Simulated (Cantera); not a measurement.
An adiabatic, constant-volume homogeneous reactor starts with CH4 : O2 : N2 = 1 : 0.952 : 3.58 (molar parts), equivalence ratio 2.1, at 1725 K and 1.00 bar. Integrator tolerance rtol = 1e-08.

Model: GRI-Mech 3.0 (53 species, 325 reactions), integrated in Cantera.

Task: What does this change do: constant pressure in place of constant volume?

Result: 
```json
[
 {"quantity": "time of steepest temperature rise", "before": "0.201 ms", "after": "0.219 ms"},
 {"quantity": "temperature at 1.00 s", "before": "2827 K", "after": "2613 K"},
 {"quantity": "equilibrium temperature", "before": "2827 K", "after": "2613 K"},
 {"quantity": "x(CH4) at 1.00 s", "before": "2.20e-11 (gas-phase equilibrium 2.46e-11)", "after": "1.22e-11 (gas-phase equilibrium 1.37e-11)"},
 {"quantity": "x(O2) at 1.00 s", "before": "0.000140 (gas-phase equilibrium 0.000140)", "after": "4.79e-5 (gas-phase equilibrium 4.79e-5)"},
 {"quantity": "x(O) at 1.00 s", "before": "0.000511 (gas-phase equilibrium 0.000511)", "after": "0.000172 (gas-phase equilibrium 0.000172)"},
 {"quantity": "x(NO) at 1.00 s", "before": "0.000816 (gas-phase equilibrium 0.000816)", "after": "0.000348 (gas-phase equilibrium 0.000348)"},
 {"quantity": "x(HO2) at 1.00 s", "before": "1.60e-7 (gas-phase equilibrium 1.60e-7)", "after": "3.82e-8 (gas-phase equilibrium 3.82e-8)"},
 {"quantity": "x(CH3) at 1.00 s", "before": "5.69e-11 (gas-phase equilibrium 6.38e-11)", "after": "2.09e-11 (gas-phase equilibrium 2.34e-11)"}
]
```
